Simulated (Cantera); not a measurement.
Charge: 1 mol CH₄, 10 mol H₂, equilibrated at 0.133 bar.

Cantera equilibrium calculation (NASA polynomials, part measured and part estimated; ideal gas, pure solids and liquids). Candidate condensed phases: C, C₆H₆, C₇H₈, C₈H₁₈; 76 gas species. Kinetics and transport are ignored. All values below are at 2248 K.

Base state: H₂ 0.977, H 0.0199, C₂H₂ (acetylene) 0.00324, CH₄ 3.02e-5, CH₃ 1.17e-5 (mole fractions); condensed: C(graphite).

**Question.** What changes in the equilibrium state with this change: pressure from 0.133 bar to 21.0 bar?

**Answer.** 
| species | before | after |
|---|---|---|
| H₂ | 0.977 | 0.990 |
| CH₄ | 3.02e-5 | 0.00489 |
| C₂H₂ (acetylene) | 0.00324 | 0.00328 |
| H | 0.0199 | 0.00160 |
| C₂H₄ | 8.29e-7 | 0.000134 |
| CH₃ | 1.17e-5 | 0.000150 |
| C(graphite), mol | 0.921 | 0.858 |
